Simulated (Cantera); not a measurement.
An isothermal, constant-pressure homogeneous reactor starts with 82.9 % CH₄, 17.1 % H₂, at 1875 K and 1000 Pa.

Computed with Cantera and GRI-Mech 3.0 (53 species, 325 reactions). GRI-Mech 3.0 stops at C3 and has no aromatics, soot or wall deposition, so with more carbon than oxygen in the feed, carbon stays in small species such as C2H2 where larger ones or solid carbon would form. Radical loss at walls, strong at low pressure, is not modelled.

x: mole fraction; the columns are a selection and need not sum to one.

| t (s) | x CH₄ | x H₂ | x C₂H₂ | x H | x C₂H |
|---|---|---|---|---|---|
| 0.000200 | 0.827 | 0.171 | 1.34e-8 | 1.74e-5 | <1e-12 |
| 0.000592 | 0.824 | 0.172 | 1.45e-6 | 4.05e-5 | 3.93e-12 |
| 0.00175 | 0.810 | 0.179 | 0.000151 | 0.000124 | 1.23e-9 |
| 0.00518 | 0.655 | 0.276 | 0.0151 | 0.000606 | 3.92e-7 |
| 0.0153 | ___ | ___ | ___ | ___ | ___ |
| 0.0453 | 0.0784 | 0.711 | 0.202 | 0.00227 | 7.65e-6 |
| 0.134 | 0.0213 | 0.754 | 0.220 | 0.00304 | 1.05e-5 |
| 0.397 | 0.00380 | 0.766 | 0.225 | 0.00459 | 1.60e-5 |
| 1.17 | 0.000636 | 0.768 | 0.226 | 0.00569 | 1.99e-5 |
| 3.47 | 0.000185 | 0.768 | 0.226 | 0.00578 | 2.02e-5 |
| 10.3 | 0.000111 | 0.768 | 0.226 | 0.00579 | 2.02e-5 |
| 30.4 | 0.000108 | 0.768 | 0.226 | 0.00579 | 2.02e-5 |
| 90.0 | 0.000108 | 0.768 | 0.226 | 0.00579 | 2.02e-5 |

Q: What belongs in the gaps?

A: 
- 0.0153, x CH₄: 0.235
- 0.0153, x H₂: 0.590
- 0.0153, x C₂H₂: 0.147
- 0.0153, x H: 0.00172
- 0.0153, x C₂H: 5.10e-6
